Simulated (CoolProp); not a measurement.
Oxygen along the isotherm 102.4 K: fugacity coefficient from the reference equation and from simpler models built on Tc = 154.6 K, pc = 50.46 bar, ω = 0.022; each cubic takes its own stable root.

The numbers come from the reference Helmholtz-energy equation of state, Schmidt 1985 in CoolProp.

```json
[
 {"p (bar)": "0.239", "phase": "gas", "reference": "0.9949"},
 {"p (bar)": "0.454", "phase": "gas", "reference": "0.9903"},
 {"p (bar)": "0.86", "phase": "gas", "reference": "0.9815"},
 {"p (bar)": "1.63", "phase": "gas", "reference": "0.9650"},
 {"p (bar)": "5.86", "phase": "liquid", "reference": "0.4973"},
 {"p (bar)": "11.1", "phase": "liquid", "reference": "0.2674"},
 {"p (bar)": "21.1", "phase": "liquid", "reference": "0.1456"},
 {"p (bar)": "39.9", "phase": "liquid", "reference": "0.08219"},
 {"p (bar)": "75.7", "phase": "liquid", "reference": "0.04899"}
]
```

How far does each simpler model (van der Waals, Redlich-Kwong, Soave-Redlich-Kwong, Peng-Robinson) lie from the reference over these 9 states: mean and median of the absolute difference, and the worst?


- van der Waals: mean 71.4 %, median 83.0 %, worst +153.5 % at 102.4 K and 75.7 bar
- Redlich-Kwong: mean 6.2 %, median 11.1 %, worst -11.2 % at 102.4 K and 75.7 bar
- Soave-Redlich-Kwong: mean 0.2 %, median 0.2 %, worst -0.3 % at 102.4 K and 5.86 bar
- Peng-Robinson: mean 0.4 %, median 0.1 %, worst -2.2 % at 102.4 K and 75.7 bar

At some of these states van der Waals gives the other phase, because its saturation line lies elsewhere.
